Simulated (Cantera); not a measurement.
Input: 1 mol Fe2O3, 2.9 mol H2, 2.3 mol N2, at 1823 K and 0.00133 bar.

Method: chemical equilibrium by Gibbs-energy minimisation in Cantera with the NASA 1993 tables (ideal gas, pure condensed phases). Candidate condensed phases: Fe, FeO, Fe(OH)2, Fe(OH)3, Fe2O3, Fe3O4, H2O; 27 gas species. The tables' stoichiometric FeO is somewhat more stable than real wüstite, so its field is too wide. FeO: taken at fixed stoichiometry. Kinetics and transport are ignored.

**Question.** What is the equilibrium state?

**Answer.** 
```json
{
 "x(N2)": "0.431",
 "x(H2)": "0.331",
 "x(H2O)": "0.209",
 "x(Fe)": "0.0220",
 "x(H)": "0.00682",
 "x(OH)": "0.000300",
 "x(FeO)": "0.000174",
 "x(Fe(OH)2)": "3.43e-5",
 "x(NO)": "8.35e-6",
 "n(FeO(l))": "1.88 mol",
 "gas_amount": "5.337 mol",
 "log10 activity of Fe(l) (absent)": "-0.14"
}
```
